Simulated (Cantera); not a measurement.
**Adiabatic ignition**

An adiabatic, constant-pressure homogeneous reactor starts with 6.15 % CH₄, 1.72 % C₂H₆, 18.5 % O₂, 69.5 % N₂, 4.06 % H₂O, equivalence ratio 0.99, at 975 K and 3900 Torr.

Cantera simulation using GRI-Mech 3.0 (53 species, 325 reactions); the numbers are that mechanism's predictions, not measurements. Below about 1000 K GRI-Mech 3.0 lacks low-temperature oxidation paths.

```tsv
t (s)	T (K)	x CH₄	x C₂H₆	x O₂	x NO	x H₂O₂
9.00e-6	975	0.0615	0.0172	0.185	<1e-12	<1e-12
2.78e-5	975	0.0615	0.0172	0.185	<1e-12	<1e-12
8.56e-5	975	0.0615	0.0172	0.185	<1e-12	1.04e-11
0.000264	975	0.0615	0.0172	0.185	<1e-12	1.29e-10
0.000814	975	0.0615	0.0172	0.185	<1e-12	1.59e-9
0.00251	975	0.0615	0.0172	0.185	<1e-12	1.62e-8
0.00774	975	0.0615	0.0172	0.185	<1e-12	1.61e-7
0.0239	975	0.0615	0.0172	0.185	<1e-12	3.78e-6
0.0736	2431	<1e-12	<1e-12	0.0178	4.90e-5	5.35e-7
0.227	2561	<1e-12	<1e-12	0.00953	0.00505	3.54e-7
0.700	2561	<1e-12	<1e-12	0.00953	0.00505	3.54e-7
```
x: mole fraction; the columns are a selection and need not sum to one.

```json
{
 "time_of_steepest_temperature_rise": "73.6 ms",
 "temperature at 0.700 s": "2561 K",
 "equilibrium_temperature": "2561 K",
 "x(CH₄) at 0.700 s": "<1e-12 (gas-phase equilibrium <1e-12)",
 "x(C₂H₆) at 0.700 s": "<1e-12 (gas-phase equilibrium <1e-12)",
 "x(O₂) at 0.700 s": "0.00953 (gas-phase equilibrium 0.00953)"
}
```
